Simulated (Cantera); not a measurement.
Input: 1 mol C2H6, 1.6 mol CO2, at 923.15 K and 0.0250 bar.

These are equilibrium values from Cantera (NASA tables, ideal gas, pure condensed phases), not measurements of a reactor. Candidate condensed phases: C, C6H6, C7H8, C8H18, H2O; 110 gas species. Equilibrium is a limit: real reactors are often held back by kinetics, nucleation or transport.

Question: What is the equilibrium state?

Answer: 
```
Property            Value
--------------  ---------
x(H2)               0.486
x(CO)               0.485
x(CO2)             0.0185
x(H2O)            0.00908
x(CH4)            0.00137
n(C(graphite))  0.558 mol
gas amount      6.026 mol
```
